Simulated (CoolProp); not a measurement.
Dimethyl carbonate along the isotherm 326.85 °C: density (kg/m³) from the reference equation and from simpler models built on Tc = 283.9 °C, pc = 4.909 MPa, ω = 0.346; each cubic takes its own stable root.

The numbers come from the reference Helmholtz-energy equation of state, Zhou 2011 in CoolProp.

| p (MPa) | phase | reference |
|---|---|---|
| 0.0388 | gas | 0.7021 |
| 0.0655 | gas | 1.187 |
| 0.111 | gas | 2.017 |
| 0.187 | gas | 3.412 |
| 0.315 | gas | 5.789 |
| 0.531 | gas | 9.881 |
| 0.896 | gas | 17.04 |
| 1.51 | gas | 29.86 |
| 2.55 | gas | 54.32 |
| 4.31 | gas | 108.0 |
| 7.27 | supercritical | 287.5 |
| 12.3 | supercritical | 541.1 |

Problem. How far does each simpler model (van der Waals, Peng-Robinson) lie from the reference over these 12 states: mean and median of the absolute difference, and the worst?

Solution. 
- van der Waals: mean 2.9 %, median 0.2 %, worst -20.9 % at 326.85 °C and 12.3 MPa
- Peng-Robinson: mean 1.0 %, median 0.4 %, worst -5.5 % at 326.85 °C and 12.3 MPa
